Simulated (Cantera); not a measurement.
Cantera run:

```python
import numpy as np
import cantera as ct

gas_names = """
    N NO NO2 NO3 N2 N2O O O2 O3 Si SiN SiO SiO2 Si2 Si2N Si3
""".split()
cond_names = """
    Si(cr) Si(L) SiO2(Lqz) SiO2(hqz) SiO2(L) Si2N2O(s) Si3N4(a)
""".split()


def load(file, names, dense=False):
    # The tables refer to 1 bar. Condensed volumes are neglected.
    table = {s.name: s for s in ct.Species.list_from_file(file)}
    out = []
    for n in names:
        d = dict(table[n].input_data)
        d["thermo"] = dict(d["thermo"], **{"reference-pressure": 1e5})
        if dense:
            d["equation-of-state"] = {"model": "constant-volume", "density": "1e6 g/cm^3"}
        out.append(ct.Species.from_dict(d))
    return out


gas = ct.Solution(thermo="ideal-gas", species=load("nasa_gas.yaml", gas_names))
cond = {s.name: ct.Solution(thermo="fixed-stoichiometry", species=[s], name=s.name)
        for s in load("nasa_condensed.yaml", cond_names, dense=True)}
atoms = {
    'Si3N4': {'Si': 3, 'N': 4},
    'O2': {'O': 2},
    'N2': {'N': 2},
}
top_T = {'Si2N2O(s)': 2100, 'Si3N4(a)': 2400}  # K; cautious upper limits of use, not melting points


def equilibrate(T, P, feed):
    n = {}
    for name, mol in feed.items():
        for a, k in atoms[name].items():
            n[a] = n.get(a, 0.0) + k * mol
    gas.TPX = T, P, n
    mass = sum(n.values()) * gas.mean_molecular_weight
    gas.equilibrate("TP")
    valid = [c for c in cond.values() if c.min_temp <= T <= top_T.get(c.name, c.max_temp)]
    mix = ct.Mixture([(gas, mass / gas.mean_molecular_weight)] + [(c, 0.0) for c in valid])
    mix.T, mix.P = T, P
    mix.equilibrate("TP", solver="vcs", rtol=1e-11, max_steps=5000)
    return mix


results = []
feed = {'Si3N4': 1, 'O2': 1.5, 'N2': 380}  # mol
P = 101325  # Pa
for T in [1323, 1373, 1423, 1473, 1523, 1573, 1623, 1673, 1723]:
    mix = equilibrate(T, P, feed)
    results.append((T, P, feed, dict(zip(mix.species_names, mix.species_moles))))

top = {s: max(r[3][s] / sum(r[3][g] for g in gas_names) for r in results) for s in gas_names}
cols = sorted((s for s in top if top[s] > 1e-06), key=lambda s: -top[s])[:9]
seen = [c for c in cond_names if any(r[3].get(c, 0) > 1e-12 for r in results)]
print("log10 of partial pressures in bar; condensed amounts in mol")
print(f"{'T/K':>10s}" + "".join(f"{s[:9]:>10s}" for s in cols + seen))
for T, P, feed, n in results:
    ng = sum(n[g] for g in gas_names)
    print(f"{T:10.4g}" + "".join(f"{np.log10(max(n[s] / ng * P / 1e5, 1e-99)):10.3f}" for s in cols)
          + "".join(f"{n.get(c, 0):10.4g}" for c in seen))
```

Output:

```
log10 of partial pressures in bar; condensed amounts in mol
       T/K        N2       SiO SiO2(hqz)   SiO2(L) Si2N2O(s)
      1323     0.006    -7.998         1         0         1
      1373     0.006    -7.273         1         0         1
      1423     0.006    -6.601         1         0         1
      1473     0.006    -5.975    0.9999         0    0.9999
      1523     0.006    -5.391    0.9995         0    0.9995
      1573     0.006    -4.845    0.9982         0    0.9982
      1623     0.006    -4.334    0.9942         0    0.9942
      1673     0.006    -3.855    0.9825         0    0.9825
      1723     0.006    -3.405         0    0.9507    0.9507
```

Method: chemical equilibrium by Gibbs-energy minimisation in Cantera with the NASA 1993 tables (ideal gas, pure condensed phases). Mutual solubility and eutectic melting of coexisting phases are not modelled. The tables hold silica as quartz up to 1696 K and as liquid above; real silica turns to tridymite and cristobalite and melts near 1996 K.
